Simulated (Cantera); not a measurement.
An isothermal, constant-pressure homogeneous reactor starts with 3.93 % H2, 10.3 % O2, 85.7 % N2, at 1248 K and 218 Torr.

Computed with Cantera and GRI-Mech 3.0 (53 species, 325 reactions). The temperature is held fixed by assumption; the heat of reaction is taken as removed at once.

x: mole fraction; the columns are a selection and need not sum to one.

```
t (s)           x H2    x O2      x NO      x H2O2         x H
--------  ----------  ------  --------  ----------  ----------
0.000200      0.0389   0.103  6.38e-12     1.59e-8    0.000154
0.000632     0.00160  0.0835   2.30e-6     7.37e-7     0.00508
0.00200     0.000233  0.0849   2.96e-6     4.91e-7    0.000231
0.00632      1.98e-5  0.0853   2.96e-6     1.37e-7     5.61e-6
0.0200    (withheld)  0.0853   2.96e-6  (withheld)  (withheld)
0.0632       3.95e-7  0.0853   2.96e-6     7.85e-9     2.19e-8
0.200        9.37e-8  0.0853   2.97e-6     2.22e-9     2.76e-9
0.632     (withheld)  0.0853   2.97e-6    6.99e-10    4.48e-10
2.00         1.10e-8  0.0854   2.97e-6    2.95e-10    1.18e-10
6.32         8.61e-9  0.0854   2.97e-6    2.31e-10    8.20e-11
20.0         8.51e-9  0.0854   2.97e-6    2.28e-10    8.05e-11
```

Problem. Some entries are withheld; supply them.

Solution. 
- 0.0200, x H2: 2.25e-6
- 0.0200, x H2O2: 3.12e-8
- 0.0200, x H: 2.55e-7
- 0.632, x H2: 2.71e-8
